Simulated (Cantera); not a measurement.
Input: 1 mol BCl3, 2.9 mol NH3, a varied amount of H2, at 1330 Pa.

Method: chemical equilibrium by Gibbs-energy minimisation in Cantera with the NASA 1993 tables (ideal gas, pure condensed phases). Candidate condensed phases: B, BN, NH4Cl; 21 gas species. Mutual solubility and eutectic melting of coexisting phases are not modelled. The tables' values for BCl2 are old estimates. The numbers say what is thermodynamically allowed, not how fast it happens.

### Question
What condenses at these points (T in K, n(H2) in mol): (2125, 65); (1775, 91); (1725, 100); (1875, 82); (2175, 100); (2025, 91); (2025, 120)?

### Answer
```tsv
T (K)	n(H2) in mol	condensed phases	B condensed (%)
2125	65	B	0.8
1775	91	BN	98.3
1725	100	BN	99.3
1875	82	BN	91.5
2175	100	gas only	0.0
2025	91	B + BN	37.4
2025	120	B	36.1
```
